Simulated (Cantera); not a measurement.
# H₂S + O₂ + H₂ (abatement and gas-phase synthesis)

A closed system holds: 1 mol H₂S, 0.22 mol O₂, 0.18 mol H₂, at 402 °C and 3300 Torr.

Method: chemical equilibrium by Gibbs-energy minimisation in Cantera with the NASA 1993 tables (ideal gas, pure condensed phases). Candidate condensed phases: H₂O, H₂SO₄, S; 19 gas species. Gases not in the tables: S₃ to S₇. The numbers say what is thermodynamically allowed, not how fast it happens.

x(H₂S): 0.609
x(H₂O): 0.362
x(S₈): 0.0262
x(S₂): 0.00215
x(H₂): 0.000265
x(SO₂): 0.000187
x(S₂O): 1.45e-5
gas amount: 1.215 mol
log10 activity of S(l) (absent): -0.02
log10 activity of H₂SO₄(l) (absent): -13.79
